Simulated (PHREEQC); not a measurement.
PHREEQC input (ion-association model, wateq4f.dat):

```
SOLUTION_MASTER_SPECIES
  An  An-  0  An  62.0  # stands for a non-complexing anion
SOLUTION_SPECIES
  An- = An-
    -log_k 0
    -gamma 3.0 0
PHASES
  Fix_H+
    H+ = H+
    -log_k 0
SOLUTION 1
  temp 25
  units mmol/kgw
  pH 7 charge
  Cl 0.032
  Ca 0.016
  F 0.0048
  Na 10.0048
  An 10
END
SELECTED_OUTPUT 1
  -reset false
  -pH true
  -pe true
  -ionic_strength true
  -water true
  -totals Ca Cl F Na
  -molalities Hfo_wOH Hfo_wOH2+ Hfo_wO- Hfo_sOH Hfo_sOH2+ Hfo_sO- Hfo_wF Hfo_wOHF- Hfo_sOHCa+2 Hfo_wOCa+
  -saturation_indices Fluorite Portlandite Halite
USER_PUNCH 1
  -headings sigma psi
  10 PUNCH EDL("sigma", "Hfo"), EDL("psi", "Hfo")
PRINT
  -reset false
USE solution 1
SURFACE 1
  Hfo_wOH 2.92135e-05 600 0.013
  Hfo_sOH 7.30337e-07
EQUILIBRIUM_PHASES 1
  Fix_H+ -3 HAn 10
    -force_equality true
  O2(g) -0.68 10
END
# ... the last block is repeated for the other 12 points of pH, with NaOH or the acid as the point needs
```

Selected output (columns that matter, 13 of 13 rows; pH added in front):

```
pH	mu	Ca	F	Na	m_Hfo_wOH	m_Hfo_wOH2+	m_Hfo_wO-	m_Hfo_sOH	m_Hfo_sOH2+	si_Fluorite	si_Portlandite	si_Halite	sigma	psi
3	0.011164	1.6e-05	2.8504e-06	0.010005	2.9981e-06	2.4257e-05	8.4889e-09	8.0312e-08	6.498e-07	-6.3042	-21.778	-8.171	0.30414	0.20007
3.67	0.010297	1.6e-05	2.5576e-06	0.010005	7.4058e-06	1.9501e-05	6.4431e-08	2.0054e-07	5.2805e-07	-5.8717	-20.432	-8.1677	0.23669	0.18927
4.33	0.010111	1.6e-05	3.0082e-06	0.010005	1.2737e-05	1.4427e-05	2.576e-07	3.3923e-07	3.8425e-07	-5.5628	-19.111	-8.167	0.16716	0.1719
5	0.010068	1.6e-05	3.7312e-06	0.010005	1.7454e-05	9.9923e-06	6.9843e-07	4.5292e-07	2.5929e-07	-5.334	-17.77	-8.1668	0.10831	0.1498
5.67	0.010058	1.6e-05	4.3258e-06	0.010005	2.0458e-05	6.8895e-06	1.3917e-06	5.1987e-07	1.7507e-07	-5.1964	-16.43	-8.1668	0.064924	0.12379
6.33	0.010055	1.6e-05	4.6381e-06	0.010005	2.1815e-05	5.0982e-06	2.1384e-06	5.4814e-07	1.281e-07	-5.1339	-15.11	-8.1668	0.035803	0.094137
7	0.010054	1.5995e-05	4.7556e-06	0.010005	2.2282e-05	4.1376e-06	2.7489e-06	5.5407e-07	1.0289e-07	-5.1119	-13.77	-8.1668	0.017244	0.060411
7.67	0.010053	1.5921e-05	4.7889e-06	0.010005	2.2406e-05	3.559e-06	3.2315e-06	5.0452e-07	8.0139e-08	-5.1077	-12.432	-8.1668	0.0058975	0.024788
8.33	0.010055	1.5468e-05	4.7971e-06	0.010008	2.2277e-05	2.8598e-06	3.9755e-06	2.2663e-07	2.9092e-08	-5.1188	-11.125	-8.1666	-0.0020206	-0.0087828
9	0.010062	1.4046e-05	4.7992e-06	0.010021	2.0777e-05	1.8675e-06	5.2955e-06	3.6517e-08	3.2822e-09	-5.1604	-9.8268	-8.1661	-0.009893	-0.03926
9.67	0.010099	9.7378e-06	4.7997e-06	0.010071	1.4351e-05	5.3806e-07	8.7686e-06	1.4368e-08	5.3872e-10	-5.32	-8.6464	-8.1641	-0.015713	-0.056432
10.33	0.010281	5.582e-06	4.7999e-06	0.010265	6.638e-06	7.9022e-08	1.2774e-05	1.1777e-08	1.402e-10	-5.5646	-7.5703	-8.1565	-0.019843	-0.066001
11	0.011159	3.4408e-06	4.8e-06	0.01115	2.2007e-06	7.3511e-09	1.5093e-05	1.0566e-08	3.5292e-11	-5.7888	-6.4507	-8.1239	-0.02415	-0.072986
```

The oxide is taken as insoluble; below pH 4 it would dissolve.
